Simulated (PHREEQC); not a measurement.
## Buffer (model solution)

A solution holds 0.033 mol/kgw NaHSO4 and 0.38 mol/kgw K2HPO4, at 25 °C. Closed to the air; pH follows from the charge balance.

Computed with PHREEQC (ion-association model, phreeqc.dat).

Each row changes one thing in this solution. This is a speciation only: nothing precipitates in the calculation.

| case | pH | ionic strength (mol/kgw) | Na+ (mol/kgw) | SO4-2 (mol/kgw) | NaSO4- (mol/kgw) |
|---|---|---|---|---|---|
| as made | 7.55 | 1.02 | 0.0294 | 0.0194 | 0.000490 |
| K2HPO4 left out | 1.80 | 0.0682 | 0.0318 | 0.0176 | 0.00118 |
| K2HPO4 replaced by KOH at the same molality | 13.35 | 0.422 | 0.0322 | 0.0210 | 0.000767 |
| K2HPO4 from 0.38 to 0.19 mol/kgw | 7.31 | 0.541 | 0.0305 | 0.0222 | 0.000704 |
| NaHSO4 from 0.033 to 0.165 mol/kgw | 6.63 | 1.08 | 0.144 | 0.0937 | 0.0115 |
| K2HPO4 replaced by NaH2PO4 at the same molality | 3.02 | 0.426 | (withheld) | 0.0223 | 0.0101 |
| 0.03 mol/kgw CO2 added | 7.25 | (withheld) | 0.0295 | 0.0193 | 0.000490 |
| diluted 5-fold with water | 7.78 | 0.221 | 0.00632 | 0.00514 | 4.61e-5 |
| NaHSO4 from 0.033 to 0.0033 mol/kgw | 8.50 | 1.01 | 0.00296 | (withheld) | 4.98e-6 |

Task: Some entries are withheld; supply them.

Result: 
- K2HPO4 replaced by NaH2PO4 at the same molality, Na+ (mol/kgw): 0.403
- 0.03 mol/kgw CO2 added, ionic strength (mol/kgw): 1.00
- NaHSO4 from 0.033 to 0.0033 mol/kgw, SO4-2 (mol/kgw): 0.00196

The ionic strength passes 0.7 mol/kgw, the rough limit of the ion-association models, in as made; NaHSO4 from 0.033 to 0.165 mol/kgw; 0.03 mol/kgw CO2 added; NaHSO4 from 0.033 to 0.0033 mol/kgw. Species that the database lacks are ignored.
